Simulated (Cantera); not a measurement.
Input: 1 mol CaO, 19 mol HF, 7 mol H2, 1.4 mol NF3, at 1775 K and 110 Pa.

Method: chemical equilibrium by Gibbs-energy minimisation in Cantera with the NASA 1993 tables (ideal gas, pure condensed phases). Candidate condensed phases: Ca, CaF2, CaO, Ca(OH)2, H2O; 47 gas species. Rates play no part.

Base state: HF 0.735, H2 0.168, H2O 0.0346, CaF2 0.0346, N2 0.0243, H 0.00358, CaF 6.81e-5, OH 4.59e-5 (mole fractions); condensed: gas only.

What changes in the equilibrium state with this change: temperature from 1775 K to 1825 K?


| species | before | after |
|---|---|---|
| HF | 0.735 | 0.734 |
| H2 | 0.168 | 0.167 |
| H2O | 0.0346 | 0.0345 |
| H | 0.00358 | 0.00543 |
| CaF2 | 0.0346 | 0.0345 |
| N2 | 0.0243 | 0.0242 |
| OH | 4.59e-5 | 7.85e-5 |
| CaF | 6.81e-5 | 0.000104 |
